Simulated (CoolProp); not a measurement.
CH3F (R41) at 293.15 K and 2.02 MPa is throttled through a valve to 1.17 MPa with no heat exchange. Each further row changes one setting.

Computed with CoolProp (reference Helmholtz-energy equation of state, Lemmon 2006). It is a short technical equation, of lower accuracy than the large ones.

```json
[
 {"case": "as stated", "temperature change (K)": "-16.5", "final density (kg/m³)": "20.0"},
 {"case": "outlet pressure 0.351 MPa", "temperature change (K)": "-36.3", "final density (kg/m³)": "5.89"},
 {"case": "outlet pressure 1.52 MPa", "temperature change (K)": "-9.3", "final density (kg/m³)": "26.2"}
]
```
